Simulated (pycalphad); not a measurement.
Source of the numbers: pycalphad with the COST 507 light-alloy database (1999); pressure 1 atm. No gas phase is included, though pure Mg would boil below 1650 K. The database dates from 1999; later assessments differ in places, in temperatures and in the compounds included. Diffusion is slow at the low end, where real alloys seldom reach equilibrium.

**Question.** How does the equilibrium phase assembly of Mg-4.386Al-0.299Si (wt.%) change on cooling from 1650 K to 370 K?

**Answer.** 
```json
[
 {"T (K)": "898.3", "phases above": "liquid", "phases below": "hcp + liquid"},
 {"T (K)": "865.9", "phases above": "hcp + liquid", "phases below": "hcp + liquid + MG2SI"},
 {"T (K)": "833.6", "phases above": "hcp + liquid + MG2SI", "phases below": "hcp + MG2SI"},
 {"T (K)": "519.5", "phases above": "hcp + MG2SI", "phases below": "ALMG_GAMMA + hcp + MG2SI"}
]
```
Changes were sought between steps of 40 K, so a narrower field can be missed.

Database names, with the compositions (at.%) that they take in these runs: MG2SI: Mg 67 Si 33; ALMG_GAMMA: Mg 59 Al 41.
